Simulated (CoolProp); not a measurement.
Vapour-liquid equilibrium of n-octane (1) + n-dodecane (2) at 0.00415 MPa; x and y are mole fractions of (1).

The numbers come from the multi-fluid Helmholtz-energy mixture model, Beckmüller 2019 and Lemmon 2004; pair parameters Bell 2016 in CoolProp.

```
x     bubble temperature, mixture model (°C)  bubble temperature, Raoult's law (°C)  y, mixture model  y, Raoult's law
----  --------------------------------------  -------------------------------------  ----------------  ---------------
0.05                                   100.9                                   99.3             0.514            0.552
0.15                                    82.1                                   80.1                 ?            0.849
0.25                                    70.8                                   69.2                 ?            0.928
0.35                                    63.1                                   61.9             0.957            0.960
0.45                                    57.3                                   56.5                 ?            0.976
0.55                                    52.7                                   52.2             0.985            0.985
0.65                                    49.0                                   48.7             0.991            0.991
0.75                                    45.9                                   45.8             0.995            0.995
0.85                                    43.3                                   43.2             0.997            0.997
0.95                                    41.0                                   41.0             0.999            0.999
```

Q: Some entries are withheld; supply them.

A: 
- 0.15, y, mixture model: 0.831
- 0.25, y, mixture model: 0.921
- 0.45, y, mixture model: 0.975

The largest gap from Raoult's law is +2.0 K in bubble temperature, at x = 0.15. No azeotrope shows between x = 0.05 and 0.95.

Pair parameters are fitted to limited data, so mixtures are less certain than the pure fluids.
